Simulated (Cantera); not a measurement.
Input (Python, Cantera):

```python
import numpy as np
import cantera as ct

gas = ct.Solution("h2o2.yaml")
gas.TPX = 600, 110000, {'H2': 1, 'O2': 0.455, 'N2': 1.4}
inlet = ct.Reservoir(gas, clone=True)
gas.equilibrate("HP")  # start burning
reactor = ct.IdealGasConstPressureReactor(gas, energy="on", clone=False)
exhaust = ct.Reservoir(gas, clone=True)
tau = [0.094, 0.035, 0.013, 0.0048, 0.0018, 0.00066, 0.00024, 9.1e-05, 3.4e-05][0]
for a, b in ((inlet, reactor), (reactor, exhaust)):
    ct.MassFlowController(a, b, mdot=lambda t: reactor.mass / tau)
net = ct.ReactorNet([reactor])
show = ['H2', 'O2', 'H', 'OH', 'O']

rows = []
print(f"{'tau/s':>10s}{'T/K':>9s}" + "".join(f"{s:>11s}" for s in show))
for tau in [0.094, 0.035, 0.013, 0.0048, 0.0018, 0.00066, 0.00024, 9.1e-05, 3.4e-05]:
    net.initial_time = 0.0
    net.advance(30 * tau)
    before = gas.X
    net.advance(40 * tau)
    drift = np.max(np.abs(gas.X - before) / (gas.X + 1e-9))
    rows.append([gas.T, *gas[show].X, drift])
    print(f"{tau:10.3e}{gas.T:9.1f}" + "".join(f"{x:11.3e}" for x in gas[show].X))
```

Output:

```
     tau/s      T/K         H2         O2          H         OH          O
 9.400e-02   2657.2  5.340e-02  5.729e-03  1.087e-02  1.697e-02  2.214e-03
 3.500e-02   2653.9  5.360e-02  5.823e-03  1.104e-02  1.708e-02  2.256e-03
 1.300e-02   2645.1  5.411e-02  6.071e-03  1.147e-02  1.738e-02  2.368e-03
 4.800e-03   2622.4  5.539e-02  6.707e-03  1.264e-02  1.811e-02  2.668e-03
 1.800e-03   2568.9  5.821e-02  8.170e-03  1.553e-02  1.962e-02  3.416e-03
 6.600e-04   2457.1  6.326e-02  1.112e-02  2.224e-02  2.189e-02  5.133e-03
 2.400e-04   2279.8  6.922e-02  1.559e-02  3.453e-02  2.334e-02  8.086e-03
 9.100e-05   2069.2  7.369e-02  2.087e-02  5.129e-02  2.233e-02  1.151e-02
 3.400e-05   1836.2  7.745e-02  2.756e-02  7.131e-02  1.864e-02  1.439e-02
```

Computed with Cantera and the H2/O2 subset of GRI-Mech 3.0, which has no nitrogen chemistry.
